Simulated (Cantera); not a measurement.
A Cantera script and what it prints.

```python
import numpy as np
import cantera as ct

gas_names = """
    AL ALN ALO ALO2 AL2 AL2O AL2O2 N NO NO2 NO3 N2 N2O O O2 O3
""".split()
cond_names = """
    AL(cr) AL(L) ALN(s) AL2O3(a) AL2O3(L)
""".split()


# ... load() reads the species with a 1 bar reference pressure and builds the phases ...
atoms = {
    'Al2O3': {'AL': 2, 'O': 3},
    'N2': {'N': 2},
}
top_T = {'ALN(s)': 2750}  # K; cautious upper limits of use, not melting points


# ... equilibrate(T, P, feed) seeds the gas with the atoms and calls Mixture.equilibrate('TP', solver="vcs", rtol=1e-11, max_steps=5000) ...
results = []
feed = {'Al2O3': 1, 'N2': 0.068}  # mol
P = 2.9  # Pa
for T in [1648, 1748, 1848, 1948, 2048, 2148, 2248, 2348, 2448, 2548, 2648, 2748, 2848, 2948]:
    mix = equilibrate(T, P, feed)
    results.append((T, P, feed, dict(zip(mix.species_names, mix.species_moles))))
    x = sorted(zip(gas.X, gas.species_names), reverse=True)
    print(f"T = {T:g} K  P = {P:g} Pa  gas = {mix.phase_moles(0):.4g} mol")
    print("   x: " + "  ".join(f"{s} {v:.3e}" for v, s in x if v > 0.0001))
    print("   condensed (mol): " + ("  ".join(f"{mix.phase(i).name} {mix.phase_moles(i):.4g}"
          for i in range(1, mix.n_phases) if mix.phase_moles(i) > 1e-12) or "none"))
```

It prints:

```
T = 1648 K  P = 2.9 Pa  gas = 0.068 mol
   x: N2 1.000e+00
   condensed (mol): AL2O3(a) 1
T = 1748 K  P = 2.9 Pa  gas = 0.068 mol
   x: N2 1.000e+00
   condensed (mol): AL2O3(a) 1
T = 1848 K  P = 2.9 Pa  gas = 0.068 mol
   x: N2 1.000e+00
   condensed (mol): AL2O3(a) 1
T = 1948 K  P = 2.9 Pa  gas = 0.06801 mol
   x: N2 9.998e-01
   condensed (mol): AL2O3(a) 1
T = 2048 K  P = 2.9 Pa  gas = 0.06808 mol
   x: N2 9.988e-01  O 6.062e-04  AL 4.231e-04
   condensed (mol): AL2O3(a) 1
T = 2148 K  P = 2.9 Pa  gas = 0.06843 mol
   x: N2 9.935e-01  O 3.293e-03  AL 2.155e-03  ALO 5.653e-04  NO 2.522e-04
   condensed (mol): AL2O3(a) 0.9999
T = 2248 K  P = 2.9 Pa  gas = 0.07007 mol
   x: N2 9.700e-01  O 1.535e-02  AL 9.495e-03  ALO 3.205e-03  NO 7.712e-04  AL2O 6.456e-04  O2 5.141e-04
   condensed (mol): AL2O3(a) 0.9995
T = 2348 K  P = 2.9 Pa  gas = 0.07735 mol
   x: N2 8.781e-01  O 6.200e-02  AL 3.643e-02  ALO 1.532e-02  AL2O 3.443e-03  O2 2.615e-03  NO 2.038e-03
   condensed (mol): AL2O3(L) 0.9977
T = 2448 K  P = 2.9 Pa  gas = 0.1176 mol
   x: N2 5.760e-01  O 2.143e-01  AL 1.207e-01  ALO 5.961e-02  AL2O 1.426e-02  O2 1.070e-02  NO 4.042e-03  AL2O2 3.553e-04
   condensed (mol): AL2O3(L) 0.9877
T = 2548 K  P = 2.9 Pa  gas = 4.203 mol
   x: O 5.114e-01  AL 2.939e-01  ALO 1.283e-01  AL2O 2.621e-02  O2 2.271e-02  N2 1.560e-02  NO 1.155e-03  AL2O2 5.948e-04
   condensed (mol): none
T = 2648 K  P = 2.9 Pa  gas = 4.652 mol
   x: O 5.506e-01  AL 3.516e-01  ALO 6.599e-02  N2 1.416e-02  O2 1.056e-02  AL2O 6.118e-03  NO 8.833e-04
   condensed (mol): none
T = 2748 K  P = 2.9 Pa  gas = 4.877 mol
   x: O 5.720e-01  AL 3.762e-01  ALO 3.135e-02  N2 1.357e-02  O2 4.882e-03  AL2O 1.265e-03  NO 6.837e-04
   condensed (mol): none
T = 2848 K  P = 2.9 Pa  gas = 4.979 mol
   x: O 5.823e-01  AL 3.863e-01  ALO 1.488e-02  N2 1.334e-02  O2 2.300e-03  NO 5.350e-04  AL2O 2.669e-04  N 1.064e-04
   condensed (mol): none
T = 2948 K  P = 2.9 Pa  gas = 5.025 mol
   x: O 5.871e-01  AL 3.906e-01  N2 1.322e-02  ALO 7.274e-03  O2 1.121e-03  NO 4.235e-04  N 2.114e-04
   condensed (mol): none
```

Method: chemical equilibrium by Gibbs-energy minimisation in Cantera with the NASA 1993 tables (ideal gas, pure condensed phases).
